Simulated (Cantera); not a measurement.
A freely propagating, adiabatic, planar premixed flame of 31.6 % H2, 14.4 % O2, 54.0 % N2, equivalence ratio 1.1, unburnt at 425 K and 9.00 bar; multicomponent+Soret transport, grid criteria slope 0.08 and curve 0.16, no radiation.

Computed with Cantera and the H2/O2 subset of GRI-Mech 3.0, which has no nitrogen chemistry. The hydrogen kinetics of GRI-Mech 3.0 are dated; newer H2 mechanisms differ, most at raised pressure. Burning velocities carry a grid error of a few per cent, more on coarse grids.

x: mole fraction of selected species; z is measured from the peak of heat release.

| z (mm) | T (K) | u (m/s) | x H2 | x O2 | x O | x OH | x H2O | x HO2 |
|---|---|---|---|---|---|---|---|---|
| -0.0780 | 425 | 3.19 | 0.316 | 0.144 | <1e-8 | <1e-8 | 1.49e-7 | <1e-8 |
| -0.0520 | 425 | 3.19 | 0.315 | 0.144 | <1e-8 | <1e-8 | 1.58e-6 | 4.43e-8 |
| -0.0390 | 425 | 3.18 | 0.313 | 0.144 | 1.01e-8 | <1e-8 | 1.05e-5 | 3.38e-7 |
| -0.0260 | 429 | 3.17 | 0.302 | 0.147 | 1.13e-7 | <1e-8 | 0.000151 | 6.00e-6 |
| -0.0130 | ___ | 3.63 | ___ | 0.155 | ___ | ___ | ___ | ___ |
| -0.00650 | ___ | 6.00 | ___ | ___ | ___ | ___ | ___ | ___ |
| 0 | 1399 | 9.22 | 0.137 | 0.101 | 0.00197 | 0.00296 | 0.133 | 0.000647 |
| 0.00650 | 1738 | 11.4 | 0.0864 | 0.0577 | 0.00404 | 0.00697 | 0.210 | 0.000293 |
| 0.0130 | 1929 | 12.6 | 0.0597 | 0.0328 | 0.00472 | 0.0108 | 0.252 | 0.000140 |
| 0.0260 | 2118 | 13.8 | 0.0441 | 0.0165 | 0.00420 | 0.0139 | 0.282 | 5.48e-5 |
| 0.0520 | 2277 | 14.8 | 0.0377 | 0.0101 | 0.00261 | 0.0131 | 0.299 | 2.47e-5 |
| 0.104 | 2393 | 15.4 | 0.0322 | 0.00639 | 0.00135 | 0.0106 | 0.312 | 1.12e-5 |
| 0.208 | 2468 | 15.8 | 0.0274 | 0.00385 | 0.000681 | 0.00808 | 0.322 | 4.94e-6 |

Some entries are withheld; supply them.


- -0.0130, T (K): 526
- -0.0130, x H2: 0.245
- -0.0130, x O: 6.97e-6
- -0.0130, x OH: 2.11e-5
- -0.0130, x H2O: 0.00775
- -0.0130, x HO2: 0.000512
- -0.00650, T (K): 900
- -0.00650, x H2: 0.196
- -0.00650, x O2: 0.141
- -0.00650, x O: 0.000245
- -0.00650, x OH: 0.000933
- -0.00650, x H2O: 0.0502
- -0.00650, x HO2: 0.00139
